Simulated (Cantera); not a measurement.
Charge: 1 mol SiC, 0.63 mol O2, 66 mol H2, equilibrated at 0.113 Torr.

Cantera equilibrium calculation (NASA polynomials, part measured and part estimated; ideal gas, pure solids and liquids). Candidate condensed phases: C, C6H6, C7H8, C8H18, H2O, Si, SiC, SiO2; 123 gas species. Rates play no part.

Q: At 2073 K, list the 4 most abundant gas species with their mole fractions, and the condensed phases.

A: H2 0.783, H 0.190, CO 0.0133, Si 0.00978. Condensed: gas only.
